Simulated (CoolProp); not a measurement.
Vapour pressure (MPa) of m-xylene: the reference equation beside estimates from Tc = 343.7 °C, pc = 3.535 MPa, ω = 0.326.

Model: reference Helmholtz-energy equation of state, Zhou 2012, in CoolProp.

```tsv
T (°C)	reference	Lee-Kesler	van der Waals	Soave-Redlich-Kwong	Peng-Robinson
136.55	0.09467	0.09380	0.5388	0.09389	0.09441
140.55	0.1054	0.1047	0.5673	0.1047	0.1051
144.65	0.1174	0.1168	0.5974	0.1168	0.1171
148.65	0.1302	0.1297	0.6279	0.1297	0.1298
152.75	0.1443	0.1440	0.6601	0.1439	0.1439
156.75	0.1592	0.1592	0.6926	0.1590	0.1588
160.85	0.1757	0.1759	0.7269	0.1758	0.1753
164.95	0.1936	0.1940	0.7624	0.1939	0.1931
168.95	0.2123	0.2130	0.7980	0.2128	0.2118
173.05	0.2329	0.2339	0.8356	0.2338	0.2324
177.05	0.2544	0.2558	0.8735	0.2557	0.2540
181.15	0.2781	0.2799	0.9134	0.2798	0.2777
185.15	0.3028	0.3049	0.9534	0.3049	0.3024
189.25	0.3297	0.3323	0.9956	0.3325	0.3294
193.25	0.3578	0.3608	1.038	0.3611	0.3576
```

Absolute difference from the reference over all 15 rows, mean and median: Lee-Kesler 0.5 and 0.5 %, van der Waals 307.5 and 293.8 %, Soave-Redlich-Kwong 0.5 and 0.5 %, Peng-Robinson 0.2 and 0.2 %.
